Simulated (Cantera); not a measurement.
**SiF4 + NH3 (silicon nitride deposition)**

Input: 1 mol SiF4, a varied amount of NH3, held at 1200 K and 133 Pa.

These are equilibrium values from Cantera (NASA tables, ideal gas, pure condensed phases), not measurements of a reactor. Candidate condensed phases: Si, Si3N4; 37 gas species. The tables' values for SiF3, SiF2 are old estimates; treat these amounts as uncertain. Equilibrium is a limit: real reactors are often held back by kinetics, nucleation or transport.

```csv
n(NH3) (mol),x H2,x SiF4,x N2,x HF,x SiF3,x SiHF3,n Si3N4(s)
0.64,0.417,0.433,0.140,0.00475,0.00343,0.00125,0
0.98,0.493,0.333,0.165,0.00439,0.00310,0.00123,0
1.5,0.559,0.246,0.187,0.00394,0.00272,0.00115,0
2.3,0.613,0.175,0.205,0.00347,0.00230,0.00102,3.44e-5
3.5,0.654,0.122,0.218,0.00330,0.00174,0.000794,0.000475
5.3,0.683,0.0839,0.228,0.00310,0.00130,0.000608,0.00110
8,0.704,0.0570,0.235,0.00287,0.000970,0.000459,0.00198
12,0.718,0.0385,0.240,0.00264,0.000721,0.000345,0.00321
19,0.729,0.0245,0.243,0.00238,0.000512,0.000247,0.00518
28,0.735,0.0166,0.245,0.00217,0.000381,0.000185,0.00752
43,0.740,0.0107,0.247,0.00195,0.000274,0.000133,0.0111
```
x: gas mole fraction; n: condensed amount in mol.

From 0.64 mol NH3 to 1.5 mol NH3 nothing is condensed. From 2.3 mol NH3 to 43 mol NH3 the condensed part is Si3N4(s). The main Si-bearing gas is SiF4 throughout.
